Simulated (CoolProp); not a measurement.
R21 at several states: Z from the reference equation and from simpler models built on Tc = 179.6 °C, pc = 5.289 MPa, ω = 0.206; each cubic takes its own stable root.

Model: reference Helmholtz-energy equation of state, Platzer 1990, in CoolProp. This equation is an older, rougher fit; its heat capacities, sound speeds and derivatives of the liquid may be far off and weren't checked against measurements.

```
T (°C)  p (MPa)   phase  reference
------  -------  ------  ---------
12.35      1.04  liquid    0.03222
32.05     0.537  liquid    0.01612
41.65     0.762  liquid    0.02256
-47.25    0.395  liquid    0.01417
158.25     14.6  liquid     0.3935
-45.95     6.84  liquid     0.2428
```

How far does each simpler model (van der Waals, Redlich-Kwong, Peng-Robinson) lie from the reference over these 6 states: mean and median of the absolute difference, and the worst?


- van der Waals: mean 1609.5 %, median 60.5 %, worst +5596.7 % at 32.05 °C and 0.537 MPa
- Redlich-Kwong: mean 9.3 %, median 9.5 %, worst +10.3 % at 41.65 °C and 0.762 MPa
- Peng-Robinson: mean 4.9 %, median 5.3 %, worst -5.7 % at 12.35 °C and 1.04 MPa

At some of these states van der Waals gives the other phase, because its saturation line lies elsewhere.
